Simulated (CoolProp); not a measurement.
Vapour-liquid equilibrium of propylene (1) + R142b (2) at 22.05 °C; x and y are mole fractions of (1).

Model: multi-fluid Helmholtz-energy mixture model, Lemmon 2013 and Lemmon 2006; pair parameters Bell 2016, in CoolProp.

```csv
x,bubble pressure (MPa),y at the bubble point,dew pressure at overall composition x (MPa),liquid density (mol/L)
0.05,0.3505,0.153,0.3208,11.18
0.125,0.4145,0.328,0.3418,11.26
0.2,0.4783,0.457,0.3656,11.33
0.275,0.5409,0.555,0.3929,11.40
0.35,0.6018,0.633,0.4243,11.48
0.425,0.6608,0.696,0.4610,11.55
0.5,0.7177,0.749,0.5042,11.62
0.575,0.7727,0.794,0.5556,11.69
0.65,0.8263,0.835,0.6172,11.77
0.725,0.8789,0.872,0.6914,11.84
0.8,0.9310,0.908,0.7800,11.92
0.875,0.9832,0.942,0.8828,12.00
0.95,1.036,0.977,0.9954,12.09
```

No azeotrope shows between x = 0.05 and 0.95.

Pair parameters are fitted to limited data, so mixtures are less certain than the pure fluids.
